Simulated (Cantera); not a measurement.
A closed system holds: 1 mol Al, 2.9 mol H2O, 0.16 mol N2, at 825 K and 6530 Torr.

These are equilibrium values from Cantera (NASA tables, ideal gas, pure condensed phases), not measurements of a reactor. Candidate condensed phases: Al, AlN, Al2O3, H2O; 35 gas species. Kinetics and transport are ignored.

Base state: H2 0.489, H2O 0.458, N2 0.0516, NH3 0.00158 (mole fractions); condensed: Al2O3(s).

Q: What changes in the equilibrium state with this change: temperature from 825 K to 1475 K?

A: 
```
species         before    after
-------------  -------  -------
H2               0.489    0.490
H2O              0.458    0.458
N2              0.0516   0.0523
NH3            0.00158  4.56e-5
Al2O3(s), mol    0.500    0.500
```
Gases not in the tables: Al(OH)3.

Q: What changes in the equilibrium state with this change: temperature from 825 K to 1400 K?

A: 
```tsv
species	before	after
H2	0.489	0.490
H2O	0.458	0.458
N2	0.0516	0.0523
NH3	0.00158	5.84e-5
Al2O3(s), mol	0.500	0.500
```
Gases not in the tables: Al(OH)3.
